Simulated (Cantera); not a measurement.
Input (Python, Cantera):

```python
import numpy as np
import cantera as ct

gas = ct.Solution("gri30.yaml")
gas.TPX = 925, 1200, {'H2': 0.043, 'O2': 1}
reactor = ct.IdealGasConstPressureReactor(gas, energy="off", clone=False)
net = ct.ReactorNet([reactor])
net.rtol, net.atol = 1e-08, 1e-18
show = ['H2', 'O2', 'H', 'H2O2', 'H2O', 'HO2', 'OH']
times = np.geomspace(0.0001, 30, 9)

steps = ct.SolutionArray(gas, extra=["t"])
rows = []
print(f"{'t/s':>10s}{'T/K':>9s}{'P/Pa':>11s}" + "".join(f"{s:>11s}" for s in show))
for t in times:
    while net.time < t:
        t_next = net.step()
        steps.append(gas.state, t=t_next)
    rows.append([np.interp(t, steps.t, y) for y in (steps.T, steps.P, *steps(*show).X.T)])
    print(f"{t:10.3e}{rows[-1][0]:9.1f}{rows[-1][1]:11.4g}" + "".join(f"{x:11.3e}" for x in rows[-1][2:]))
rate = np.gradient(steps.T, steps.t)
print("integrator steps:", len(steps.t))
if steps.T.max() > steps.T[0] + 200:
    print(f"time of steepest temperature rise: {steps.t[rate.argmax()]:.4e} s")
gas.TPX = 925, 1200, {'H2': 0.043, 'O2': 1}
gas.equilibrate("TP")
print(f"equilibrium (TP): T = {gas.T:.1f} K  " + "  ".join(f"{s} {gas[s].X[0]:.3e}" for s in show))
```

Result:

```
       t/s      T/K       P/Pa         H2         O2          H       H2O2        H2O        HO2         OH
 1.000e-04    925.0       1200  4.123e-02  9.588e-01  3.229e-12  2.671e-17  1.256e-13  3.767e-12  5.395e-13
 4.838e-04    925.0       1200  4.123e-02  9.588e-01  1.439e-11  6.292e-16  8.239e-12  1.850e-11  6.702e-12
 2.340e-03    925.0       1200  4.123e-02  9.588e-01  3.661e-10  1.627e-14  8.681e-10  1.107e-10  2.324e-10
 1.132e-02    925.0       1200  3.973e-02  9.578e-01  4.444e-04  1.075e-08  1.143e-03  5.321e-06  2.544e-04
 5.477e-02    925.0       1200  2.169e-04  9.555e-01  3.713e-04  7.779e-08  4.145e-02  4.586e-06  3.450e-04
 2.650e-01    925.0       1200  9.371e-06  9.578e-01  3.062e-06  4.121e-08  4.205e-02  9.083e-07  6.085e-05
 1.282e+00    925.0       1200  4.123e-07  9.579e-01  3.947e-08  1.483e-08  4.209e-02  1.049e-07  1.449e-05
 6.201e+00    925.0       1200  2.037e-08  9.579e-01  1.089e-09  4.122e-09  4.209e-02  1.213e-08  4.403e-06
 3.000e+01    925.0       1200  2.042e-09  9.579e-01  5.589e-11  1.109e-09  4.209e-02  1.838e-09  1.633e-06
integrator steps: 1718
equilibrium (TP): T = 925.0 K  H2 3.088e-12  O2 9.579e-01  H 4.204e-15  H2O2 4.507e-12  H2O 4.209e-02  HO2 1.707e-10  OH 6.777e-08
```

Computed with Cantera and GRI-Mech 3.0 (53 species, 325 reactions). Radical loss at walls, strong at low pressure, is not modelled. Below about 950 K walls govern HO2 and H2O2 in real vessels. The temperature is held fixed by assumption; the heat of reaction is taken as removed at once.
